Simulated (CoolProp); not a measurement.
Vapour-liquid equilibrium of CH2F2 (R32) (1) + R143a (2) at 6.59 bar; x and y are mole fractions of (1).

Computed with CoolProp (multi-fluid Helmholtz-energy mixture model, Tillner-Roth 1997 and Lemmon and Jacobsen 2000; pair parameters Bell 2016).

```csv
x,bubble temperature (°C),y at the bubble point,dew temperature at overall composition x (°C),liquid density (mol/L)
0.05,0.9,0.075,1.3,12.40
0.2,-1.8,0.267,-0.9,13.32
0.35,-3.7,0.424,-2.8,14.34
0.5,-5.1,0.559,-4.6,15.49
0.65,-6.0,0.684,-5.8,16.80
0.8,-6.5,0.809,-6.5,18.31
0.95,-6.5,0.948,-6.5,20.06
```

y crosses x between x = 0.8 and 0.95: the model has an azeotrope there.

The pair parameters rest on a limited set of measurements; away from them the model extrapolates.
